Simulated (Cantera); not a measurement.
# Low-pressure radical oxidation in H2/O2

An isothermal, constant-pressure homogeneous reactor starts with H₂ : O₂ : H₂O = 0.14 : 1 : 0.0043 (molar parts), equivalence ratio 0.070, at 1223 K and 10.00 Torr.

Computed with Cantera and GRI-Mech 3.0 (53 species, 325 reactions). Radical loss at walls, strong at low pressure, is not modelled. The temperature is held fixed by assumption; the heat of reaction is taken as removed at once.

| t (s) | x H₂ | x O₂ | x O | x OH | x H | x H₂O |
|---|---|---|---|---|---|---|
| 2.00e-5 | 0.122 | 0.874 | 5.82e-10 | 5.21e-10 | 2.57e-9 | 0.00376 |
| 7.23e-5 | 0.122 | 0.874 | 6.10e-9 | 4.54e-9 | 9.52e-9 | 0.00376 |
| 0.000262 | 0.122 | 0.874 | 1.35e-7 | 8.78e-8 | 1.36e-7 | 0.00376 |
| 0.000946 | 0.120 | 0.873 | 0.000753 | 0.000481 | 0.000743 | 0.00526 |
| 0.00342 | 0.00393 | 0.799 | 0.0561 | 0.00741 | 0.0290 | 0.105 |
| 0.0124 | 0.00264 | 0.824 | 0.0351 | 0.00615 | 0.0146 | 0.117 |
| 0.0447 | 0.000696 | 0.855 | 0.00869 | 0.00319 | 0.00180 | 0.130 |
| 0.162 | 6.58e-5 | 0.864 | 0.000816 | 0.000986 | 5.17e-5 | 0.134 |
| 0.585 | 6.36e-6 | 0.865 | 7.97e-5 | 0.000309 | 1.58e-6 | 0.134 |
| 2.11 | 9.18e-7 | 0.866 | 1.16e-5 | 0.000118 | 8.83e-8 | 0.134 |
| 7.65 | 1.80e-7 | 0.866 | 2.30e-6 | 5.25e-5 | 7.74e-9 | 0.134 |
| 27.7 | 4.66e-8 | 0.866 | 5.97e-7 | 2.68e-5 | 1.03e-9 | 0.134 |
| 100 | 2.60e-8 | 0.866 | 3.33e-7 | 2.00e-5 | 4.30e-10 | 0.134 |
x: mole fraction; the columns are a selection and need not sum to one.

Equilibrium at this temperature and pressure: H₂ 2.56e-8, O₂ 0.866, O 3.28e-7, OH 1.98e-5, H 4.19e-10, H₂O 0.134 (gas phase only).
